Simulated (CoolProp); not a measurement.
R143a at 365.79 K and 0.118 MPa is throttled through a valve to 0.0338 MPa with no heat exchange. Each further row changes one setting.

Model: reference Helmholtz-energy equation of state, Lemmon and Jacobsen 2000, in CoolProp.

| case | temperature change (K) | final density (kg/m³) |
|---|---|---|
| as stated | -0.8 | 0.939 |
| outlet pressure 0.0101 MPa | -1.1 | 0.280 |
| outlet pressure 0.0439 MPa | -0.7 | 1.22 |
